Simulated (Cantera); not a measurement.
An isothermal, constant-pressure homogeneous reactor starts with H2 : O2 : N2 = 0.21 : 1 : 0.33 (molar parts), equivalence ratio 0.10, at 1050 K and 0.900 Torr.

Cantera simulation using the H2/O2 subset of GRI-Mech 3.0, which has no nitrogen chemistry; the numbers are that mechanism's predictions, not measurements. Radical loss at walls, strong at low pressure, is not modelled. The temperature is held fixed by assumption; the heat of reaction is taken as removed at once.

x: mole fraction; the columns are a selection and need not sum to one.

| t (s) | x H2 | x O2 | x H2O | x H2O2 | x OH |
|---|---|---|---|---|---|
| 0.000100 | 0.136 | 0.649 | <1e-12 | <1e-12 | <1e-12 |
| 0.000251 | 0.136 | 0.649 | 1.15e-12 | <1e-12 | 4.53e-12 |
| 0.000631 | 0.136 | 0.649 | 1.47e-11 | <1e-12 | 2.19e-11 |
| 0.00158 | 0.136 | 0.649 | 1.66e-10 | <1e-12 | 9.55e-11 |
| 0.00398 | 0.136 | 0.649 | ___ | <1e-12 | 5.49e-10 |
| 0.0100 | 0.136 | 0.649 | 7.19e-8 | 3.22e-12 | 1.31e-8 |
| 0.0251 | 0.136 | 0.649 | 0.000145 | 6.10e-11 | 2.54e-5 |
| 0.0631 | 0.00588 | 0.575 | 0.101 | 1.30e-8 | 0.00412 |
| 0.158 | ___ | 0.576 | 0.107 | ___ | 0.00370 |
| 0.398 | 0.00412 | 0.584 | 0.114 | 1.29e-8 | 0.00351 |
| 1.00 | 0.00294 | 0.598 | 0.127 | 1.63e-8 | 0.00299 |

### Question
Fill in the missing entries.

### Answer

- 0.00398, x H2O: 2.07e-9
- 0.158, x H2: 0.00463
- 0.158, x H2O2: 1.14e-8
